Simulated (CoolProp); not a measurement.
Vapour pressure (MPa) of carbon dioxide: the reference equation beside estimates from Tc = 31.0 °C, pc = 7.377 MPa, ω = 0.224. Clausius-Clapeyron is anchored at -27.15 °C with a constant enthalpy of vaporisation of 13.10 kJ/mol.

Values from CoolProp's reference Helmholtz-energy equation of state, Span 1996.

```csv
T (°C),reference,Lee-Kesler,Clausius-Clapeyron,Redlich-Kwong,Soave-Redlich-Kwong,Peng-Robinson
-37.25,1.110,1.110,1.193,1.450,1.113,1.100
-34.75,1.213,1.212,1.279,1.567,1.216,1.202
-32.25,1.323,1.321,1.370,1.690,1.327,1.311
-29.65,1.445,1.443,1.469,1.825,1.450,1.432
-27.15,1.569,1.567,1.569,1.961,1.576,1.556
-24.65,1.702,1.698,[?],2.105,1.710,1.688
-22.15,[?],1.838,1.783,2.255,1.852,[?]
-19.65,1.991,1.985,1.897,2.412,2.002,1.976
-17.15,2.148,2.142,2.016,2.577,2.161,2.134
-14.65,2.315,2.307,2.139,2.750,2.330,[?]
-12.15,2.490,2.481,2.268,2.930,2.508,2.476
```

### Question
Some entries are withheld; supply them.

### Answer

- -24.65, Clausius-Clapeyron: 1.674
- -22.15, reference: 1.842
- -22.15, Peng-Robinson: 1.828
- -14.65, Peng-Robinson: 2.300

Absolute difference from the reference over all 11 rows, mean and median: Lee-Kesler 0.2 and 0.2 %, Clausius-Clapeyron 4.6 and 4.7 %, Redlich-Kwong 23.9 and 23.7 %, Soave-Redlich-Kwong 0.5 and 0.5 %, Peng-Robinson 0.8 and 0.8 %.
